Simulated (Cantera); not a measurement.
**Thermodynamics of halide evaporation, hydrolysis and transport, feed AlF3 + H2O + N2**

Feed: 1 mol AlF3, 3.3 mol H2O, 410 mol N2, held at 0.00405 Torr.

Cantera equilibrium calculation (NASA polynomials, part measured and part estimated; ideal gas, pure solids and liquids). Candidate condensed phases: Al, AlF3, AlN, Al2O3, H2O; 57 gas species. The tables' values for AlOF are old estimates; treat these amounts as uncertain. Kinetics and transport are ignored.

From 427 °C to 1527 °C the condensed part is Al2O3(s). From 1627 °C to 1727 °C nothing is condensed. The main Al-bearing gas is AlF2O throughout.

| T (°C) | x N2 | x H | x HF | x O | n Al2O3(s) |
|---|---|---|---|---|---|
| 427 | 0.988 | <1e-12 | 0.00723 | <1e-12 | 0.500 |
| 527 | 0.988 | <1e-12 | 0.00723 | <1e-12 | 0.500 |
| 627 | 0.988 | 8.82e-11 | 0.00722 | <1e-12 | 0.499 |
| 727 | 0.988 | 3.32e-9 | 0.00719 | <1e-12 | 0.495 |
| 827 | 0.988 | 6.45e-8 | 0.00710 | 7.93e-11 | 0.486 |
| 927 | 0.988 | 7.57e-7 | 0.00692 | 3.28e-9 | 0.467 |
| 1027 | 0.988 | 6.00e-6 | 0.00660 | 8.03e-8 | 0.435 |
| 1127 | 0.988 | 3.52e-5 | 0.00616 | 1.28e-6 | 0.389 |
| 1227 | 0.988 | 0.000167 | 0.00564 | 1.33e-5 | 0.335 |
| 1327 | 0.988 | 0.000674 | 0.00509 | 8.95e-5 | 0.278 |
| 1427 | 0.986 | 0.00225 | 0.00440 | 0.000423 | 0.205 |
| 1527 | 0.983 | 0.00581 | 0.00336 | 0.00143 | 0.0847 |
| 1627 | 0.979 | 0.0101 | 0.00281 | 0.00323 | 0 |
| 1727 | 0.977 | 0.0118 | 0.00307 | 0.00483 | 0 |
x: gas mole fraction; n: condensed amount in mol.
